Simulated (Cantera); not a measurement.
A freely propagating, adiabatic, planar premixed flame of H2 : O2 : N2 : H2O = 1 : 0.192 : 0.723 : 0.051 (molar parts), equivalence ratio 2.6, unburnt at 550 K and 90.0 Torr; mixture-averaged transport, grid criteria slope 0.08 and curve 0.16, no radiation.

Cantera simulation using the H2/O2 subset of GRI-Mech 3.0, which has no nitrogen chemistry; the numbers are that mechanism's predictions, not measurements. Burning velocities carry a grid error of a few per cent, more on coarse grids.

x: mole fraction of selected species; z is measured from the peak of heat release.

| z (mm) | T (K) | u (m/s) | x H2 | x O2 | x H2O | x H | x H2O2 | x O |
|---|---|---|---|---|---|---|---|---|
| -21.1 | 550 | 5.34 | 0.509 | 0.0977 | 0.0259 | <1e-8 | <1e-8 | <1e-8 |
| -14.1 | 550 | 5.34 | 0.509 | 0.0977 | 0.0259 | <1e-8 | <1e-8 | <1e-8 |
| -10.6 | 550 | 5.34 | 0.509 | 0.0977 | 0.0259 | <1e-8 | <1e-8 | <1e-8 |
| -7.04 | 550 | 5.34 | 0.509 | 0.0977 | 0.0259 | 3.61e-7 | <1e-8 | <1e-8 |
| -3.52 | 566 | 5.49 | 0.506 | 0.0974 | 0.0270 | 0.000556 | 7.79e-7 | 1.13e-5 |
| -1.76 | 714 | 6.82 | 0.481 | 0.0928 | 0.0405 | 0.0114 | 4.53e-7 | 0.000180 |
| 0 | 1054 | 9.83 | 0.363 | 0.0525 | 0.127 | 0.0717 | 1.08e-7 | 0.00246 |
| 1.76 | 1262 | 11.7 | 0.280 | 0.00535 | 0.219 | 0.109 | 4.79e-8 | 0.00117 |
| 3.52 | 1339 | 12.4 | 0.276 | 0.000488 | 0.230 | 0.106 | 3.81e-8 | 0.000535 |
| 7.04 | 1427 | 13.1 | 0.284 | 0.000191 | 0.231 | 0.0937 | 4.11e-8 | 0.000495 |
| 14.1 | 1527 | 13.9 | 0.294 | 0.000164 | 0.233 | 0.0791 | 3.84e-8 | 0.000450 |
| 28.1 | 1634 | 14.8 | 0.305 | ? | 0.235 | ? | ? | ? |
| 56.3 | 1737 | 15.6 | 0.315 | ? | 0.237 | ? | ? | ? |

**Question.** Some entries are withheld; supply them.

**Answer.** 
- 28.1, x O2: 0.000125
- 28.1, x H: 0.0632
- 28.1, x H2O2: 2.87e-8
- 28.1, x O: 0.000357
- 56.3, x O2: 8.14e-5
- 56.3, x H: 0.0475
- 56.3, x H2O2: 1.73e-8
- 56.3, x O: 0.000242
